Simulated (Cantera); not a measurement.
**Premixed flame**

A freely propagating, adiabatic, planar premixed flame of CH4 : C2H6 : C3H8 : O2 : N2 = 1 : 1.4 : 0.031 : 10.7 : 41.7 (molar parts), unburnt at 650 K and 10.0 bar; mixture-averaged transport, grid criteria slope 0.08 and curve 0.16, no radiation.

Detailed kinetics in Cantera: GRI-Mech 3.0 (53 species, 325 reactions). Burning velocities carry a grid error of a few per cent, more on coarse grids.

```tsv
z (mm)	T (K)	u (m/s)	x CH4	x C2H6	x C3H8	x O2	x NO	x C2H4
-0.221	651	0.424	0.0182	0.0255	0.000565	0.195	<1e-8	2.28e-6
-0.147	659	0.429	0.0180	0.0254	0.000564	0.194	<1e-8	1.87e-5
-0.110	681	0.444	0.0176	0.0252	0.000562	0.192	<1e-8	8.60e-5
-0.0736	768	0.503	0.0162	0.0238	0.000547	0.184	3.76e-8	0.000451
-0.0368	1083	0.716	0.0112	0.0160	0.000415	0.154	4.09e-7	0.00235
-0.0184	1388	0.925	0.00649	0.00635	0.000197	0.123	1.40e-6	0.00376
0	1705	1.14	0.00165	0.000288	8.51e-6	0.0910	2.99e-6	0.00127
0.0184	1861	1.24	0.000104	4.03e-7	<1e-8	0.0754	4.77e-6	3.65e-5
0.0368	1929	1.28	4.00e-6	<1e-8	<1e-8	0.0702	6.28e-6	5.39e-7
0.0736	1991	1.32	1.16e-8	<1e-8	<1e-8	0.0668	8.14e-6	<1e-8
0.147	2026	1.34	<1e-8	<1e-8	<1e-8	0.0654	9.76e-6	<1e-8
0.294	2038	1.34	<1e-8	<1e-8	<1e-8	0.0650	1.10e-5	<1e-8
0.589	2040	1.34	<1e-8	<1e-8	<1e-8	0.0650	1.27e-5	<1e-8
```
x: mole fraction of selected species; z is measured from the peak of heat release.

* **laminar burning velocity**: 42.2 cm/s
* **thermal thickness**: 0.0736 mm
* **peak x(C2H4)**: 0.00376
* **grid points**: 149
